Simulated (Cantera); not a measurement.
A perfectly stirred reactor is fed with 0.794 % CH4, 4.72 % O2, 94.5 % N2, equivalence ratio 0.34, at 58000 Pa; it is held at 1525 K, and followed from long to short residence time.

Detailed kinetics in Cantera: GRI-Mech 3.0 (53 species, 325 reactions).

x: mole fraction; the columns are a selection and need not sum to one.

| τ (s) | x CH4 | x O2 | x CH2 | x H2O | x CH3 | x CH2O |
|---|---|---|---|---|---|---|
| 0.47 | 3.65e-6 | 0.0313 | [?] | 0.0158 | 3.91e-7 | 3.31e-7 |
| 0.14 | 7.52e-6 | 0.0313 | [?] | 0.0157 | 7.23e-7 | 7.36e-7 |
| 0.042 | 1.50e-5 | 0.0314 | [?] | 0.0155 | 1.30e-6 | 1.55e-6 |
| 0.013 | 2.91e-5 | 0.0315 | [?] | 0.0153 | 2.33e-6 | 3.09e-6 |
| 0.0039 | 5.94e-5 | 0.0318 | [?] | 0.0149 | 4.54e-6 | 6.25e-6 |
| 0.0012 | 0.000137 | 0.0325 | [?] | 0.0142 | 1.05e-5 | 1.39e-5 |
| 0.00035 | 0.000457 | 0.0343 | [?] | 0.0130 | 3.80e-5 | 4.28e-5 |
| 0.00011 | 0.00794 | 0.0472 | 1.13e-12 | 4.07e-7 | 9.63e-7 | 1.02e-7 |

Problem. Fill in the missing entries.

Solution. 
- 0.47, x CH2: 4.69e-9
- 0.14, x CH2: 1.23e-8
- 0.042, x CH2: 3.00e-8
- 0.013, x CH2: 6.77e-8
- 0.0039, x CH2: 1.51e-7
- 0.0012, x CH2: 3.62e-7
- 0.00035, x CH2: 1.34e-6
